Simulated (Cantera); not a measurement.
**Gas-phase reforming**

An isothermal, constant-pressure homogeneous reactor starts with 22.7 % CH₄, 43.2 % H₂O, 34.1 % H₂, at 1550 K and 1.50 bar.

Cantera simulation using GRI-Mech 3.0 (53 species, 325 reactions); the numbers are that mechanism's predictions, not measurements.

| t (s) | x CH₄ | x H₂O | x H₂ | x O | x CO | x CH₂O | x C₂H₆ |
|---|---|---|---|---|---|---|---|
| 3.00e-6 | 0.227 | 0.432 | 0.341 | <1e-12 | <1e-12 | 1.44e-12 | 5.99e-10 |
| 1.25e-5 | 0.227 | 0.432 | 0.341 | <1e-12 | <1e-12 | 9.88e-11 | 4.49e-8 |
| 5.22e-5 | 0.227 | 0.432 | 0.341 | 2.09e-12 | 1.28e-10 | 6.25e-9 | 2.78e-6 |
| 0.000218 | 0.227 | 0.432 | 0.341 | 7.79e-12 | 3.85e-8 | 1.64e-7 | 5.53e-5 |
| 0.000909 | 0.226 | 0.432 | 0.341 | 1.18e-11 | 1.82e-6 | 1.03e-6 | 0.000183 |
| 0.00379 | 0.223 | 0.431 | 0.344 | 1.26e-11 | 1.92e-5 | 1.40e-6 | 0.000209 |
| 0.0158 | 0.212 | 0.427 | 0.355 | 1.17e-11 | 0.000105 | 1.31e-6 | 0.000189 |
| 0.0660 | 0.174 | 0.413 | 0.390 | 9.37e-12 | 0.000659 | 1.03e-6 | 0.000129 |
| 0.275 | 0.105 | 0.383 | 0.460 | 7.03e-12 | 0.00445 | 5.86e-7 | 5.58e-5 |
| 1.15 | 0.0673 | 0.336 | 0.520 | 6.49e-12 | 0.0225 | 3.29e-7 | 3.20e-5 |
| 4.79 | 0.0545 | 0.259 | 0.585 | 5.86e-12 | 0.0657 | 1.84e-7 | 1.94e-5 |
| 20.0 | 0.0308 | 0.183 | 0.655 | 4.82e-12 | 0.113 | 1.00e-7 | 5.66e-6 |
x: mole fraction; the columns are a selection and need not sum to one.

Equilibrium at this temperature and pressure: CH₄ 2.20e-6, H₂O 0.131, H₂ 0.713, O 3.51e-12, CO 0.147, CH₂O 6.81e-8, C₂H₆ <1e-12 (gas phase only).
